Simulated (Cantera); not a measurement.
Feed: 1 mol Pb, 0.0011 mol H2S, 57 mol H2, equilibrated at 1723.15 K and 0.100 bar.

Equilibrium computed with Cantera from the NASA thermochemical tables; the gas is ideal and each condensed phase is pure. Candidate condensed phases: Pb, PbS, S; 10 gas species. The numbers say what is thermodynamically allowed, not how fast it happens.

### Question
What is the equilibrium state?

### Answer
| Property | Value |
|---|---|
| x(H2) | 0.982 |
| x(Pb) | 0.0172 |
| x(H) | 0.000572 |
| x(H2S) | 1.03e-5 |
| x(PbS) | 7.83e-6 |
| gas amount | 58.02 mol |
| log10 activity of Pb(l) (absent) | -1.96 |
| log10 activity of S(l) (absent) | -6.54 |
